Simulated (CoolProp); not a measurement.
Vapour-liquid equilibrium of propylene (1) + isobutane (2) at 12.7 bar; x and y are mole fractions of (1).

Values from CoolProp's multi-fluid Helmholtz-energy mixture model, Lemmon 2013 and Bücker 2006; pair parameters Bell 2016.

```
x     bubble temperature (K)  y at the bubble point  dew temperature at overall composition x (K)  liquid density (mol/L)
----  ----------------------  ---------------------  --------------------------------------------  ----------------------
0.05                   346.2                  0.108                                         348.5                   8.351
0.15                   339.7                  0.273                                         344.5                   8.685
0.25                   334.8                  0.400                                         340.6                   9.008
0.35                   330.5                  0.509                                         336.7                   9.339
0.45                   326.5                  0.610                                         332.8                   9.690
0.55                   322.4                  0.706                                         328.9                   10.06
0.65                   318.1                  0.796                                         324.9                   10.46
0.75                   313.5                  0.875                                         320.4                   10.88
0.85                   308.7                  0.939                                         315.1                   11.29
0.95                   304.1                  0.984                                         307.7                   11.69
```

No azeotrope shows between x = 0.05 and 0.95.

The pair parameters rest on a limited set of measurements; away from them the model extrapolates. The gap from Raoult's law changes sign with composition, which may be real or a fault of the pair parameters; it wasn't checked against measurements.
